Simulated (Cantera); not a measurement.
A closed system holds: 1 mol SiC, 0.0042 mol C, 0.49 mol N2, at 2823.15 K and 100000 Pa.

These are equilibrium values from Cantera (NASA tables, ideal gas, pure condensed phases), not measurements of a reactor. Candidate condensed phases: C, Si, SiC, Si3N4; 20 gas species. The tables' values for SiN are old estimates; treat these amounts as uncertain. Rates play no part.

What is the equilibrium state?

x(N2): 0.961
x(Si): 0.0188
x(SiC2): 0.0110
x(Si2C): 0.00557
x(SiN): 0.00121
x(CN): 0.00108
x(C2N2): 0.000415
x(Si2N): 0.000413
x(Si2): 0.000358
n(C(graphite)): 0.0114 mol
n(SiC(s)): 0.978 mol
gas amount: 0.5090 mol
log10 activity of Si(l) (absent): -0.33
